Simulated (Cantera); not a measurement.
A perfectly stirred reactor is fed with H₂ : O₂ : N₂ = 1 : 1 : 3.1 (molar parts), at 0.987 atm; it is held at 1150 K, and followed from long to short residence time.

Detailed kinetics in Cantera: the H2/O2 subset of GRI-Mech 3.0, which has no nitrogen chemistry. The temperature is held fixed by assumption; the heat of reaction is taken as removed at once.

```tsv
quantity	before	after
x(H₂) at τ = 5.20 s	0.000188	9.25e-5
x(O₂) at τ = 5.20 s	0.109	0.109
x(H₂O) at τ = 5.20 s	0.217	0.217
x(H) at τ = 5.20 s	1.30e-7	2.61e-6
x(O) at τ = 5.20 s	7.72e-7	1.83e-5
x(H₂) at τ = 17.0 ms	0.00446	0.00360
x(O₂) at τ = 17.0 ms	0.111	0.110
x(H₂O) at τ = 17.0 ms	0.212	0.212
x(H) at τ = 17.0 ms	3.57e-5	0.000787
x(O) at τ = 17.0 ms	7.70e-5	0.000875
```

**Question.** Name the change that produced these shifts.
A) O2 1 to 0.6 parts
B) H2 1 to 4.5 parts
C) temperature 1150 to 1298 K
D) pressure from 0.987 atm to 0.207 atm

**Answer.** D, pressure from 0.987 atm to 0.207 atm
